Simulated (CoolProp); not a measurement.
Vapour pressure (MPa) of propyne: the reference equation beside estimates from Tc = 129.6 °C, pc = 5.658 MPa, ω = 0.204. Clausius-Clapeyron is anchored at 60.45 °C with a constant enthalpy of vaporisation of 16.24 kJ/mol.

The numbers come from the reference Helmholtz-energy equation of state, Polt 1992 in CoolProp. This equation is an older, rougher fit; its heat capacities, sound speeds and derivatives of the liquid may be far off and weren't checked against measurements.

```csv
T (°C),reference,Lee-Kesler,Clausius-Clapeyron,van der Waals,Redlich-Kwong,Soave-Redlich-Kwong,Peng-Robinson
43.25,0.9575,0.9737,1.061,1.994,1.222,0.9776,0.9664
47.55,1.068,1.086,1.152,2.124,1.347,1.092,1.079
51.85,1.188,1.208,1.249,2.258,1.480,1.215,1.200
56.15,1.318,1.339,1.351,2.398,1.623,1.349,1.332
60.45,1.458,1.481,1.458,2.544,1.774,1.493,1.474
64.65,1.606,1.629,1.568,2.691,1.931,1.644,1.623
68.95,1.769,1.792,1.687,2.847,2.101,1.810,1.788
73.25,1.944,1.967,1.810,3.008,2.281,1.988,1.964
77.55,2.131,2.153,1.940,3.176,2.471,2.179,2.153
81.85,2.332,2.353,2.075,3.348,2.672,2.382,2.355
86.15,2.547,2.566,2.217,3.527,2.883,2.599,2.571
```

Absolute difference from the reference over all 11 rows, mean and median: Lee-Kesler 1.3 and 1.4 %, Clausius-Clapeyron 6.6 and 6.9 %, van der Waals 69.8 and 67.6 %, Redlich-Kwong 20.3 and 20.2 %, Soave-Redlich-Kwong 2.3 and 2.3 %, Peng-Robinson 1.0 and 1.0 %.
